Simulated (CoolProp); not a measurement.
C3F8 (R218) along the isotherm 109.55 °C: Z from the reference equation and from simpler models built on Tc = 71.9 °C, pc = 26.40 bar, ω = 0.317; each cubic takes its own stable root.

Values from CoolProp's reference Helmholtz-energy equation of state, Lemmon 2006. It is a short technical equation, of lower accuracy than the large ones.

```csv
p (bar),phase,reference,Redlich-Kwong,Soave-Redlich-Kwong
14.7,gas,0.8604,0.8480,0.8606
29.3,supercritical,0.6859,0.6615,0.7001
44,supercritical,0.4984,0.4650,0.5396
58.7,supercritical,0.4419,0.4517,0.4998
73.3,supercritical,0.4755,0.4940,0.5298
88,supercritical,0.5278,0.5467,0.5770
103,supercritical,0.5862,0.6033,0.6305
117,supercritical,0.6422,0.6567,0.6821
132,supercritical,0.7025,0.7140,0.7380
```
